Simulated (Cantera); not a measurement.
An isothermal plug-flow reactor at 1000 K and 3750 Torr (inlet), inlet velocity 0.23 m/s, active area per volume 160 1/m; feed H₂ : O₂ : N₂ = 0.023 : 0.19 : 0.79 (molar parts).

Cantera simulation using Deutschmann's 1995 Pt surface mechanism with GRI-Mech 3.0 gas chemistry; the numbers are that mechanism's predictions, not measurements. Catalytic surfaces can have several steady states; this one follows from the mechanism file's or the stated starting coverage. Mass transfer to the wall is taken as infinitely fast.

One state of this run: x H₂ = 0.0114; x O₂ = 0.185; x H₂O = 0.0117; θ free Pt = 0.166; θ O* = 0.829; θ OH* = 0.00495. x: gas mole fraction; θ: surface coverage.

Question: Which value of z (m) does it belong to?
A. 0.0006
B. 0.00021
C. 7.7e-05
D. 0.00013

Answer: D, 0.00013
